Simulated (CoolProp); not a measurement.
A Linde-Hampson liquefier for methane: isothermal reversible compression at 280 K from 1 atm to 25 MPa, throttling to 1 atm, return gas leaving the recuperator 2 K below the feed. Each further row changes one setting.

The numbers come from the reference Helmholtz-energy equation of state, Setzmann 1991 in CoolProp.

| case | liquid yield per pass | compression work (kJ/kg of gas) |
|---|---|---|
| as stated | 0.260 | 740 |
| high pressure 50 MPa | ___ | ___ |
| warm-end temperature 310 K | 0.197 | 842 |
| warm-end gap 7 K | ___ | 740 |

Q: Fill in the missing entries.

A: 
- high pressure 50 MPa, liquid yield per pass: 0.282
- high pressure 50 MPa, compression work (kJ/kg of gas): 839
- warm-end gap 7 K, liquid yield per pass: 0.250
